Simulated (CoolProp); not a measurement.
Vapour-liquid equilibrium of R134a (1) + R227EA (2) at -72.65 °C; x and y are mole fractions of (1).

Computed with CoolProp (multi-fluid Helmholtz-energy mixture model, Tillner-Roth 1994 and Lemmon 2016; pair parameters Bell 2016).

Question: Give the bubble pressure and the first vapour's composition at x = 0.05, 0.35, 0.95. Is there an azeotrope?

Answer: x = 0.05: 4.008 kPa, y = 0.103; x = 0.35: 5.130 kPa, y = 0.506; x = 0.95: 6.484 kPa, y = 0.961. No azeotrope shows between x = 0.05 and 0.95.

The pair parameters rest on a limited set of measurements; away from them the model extrapolates.
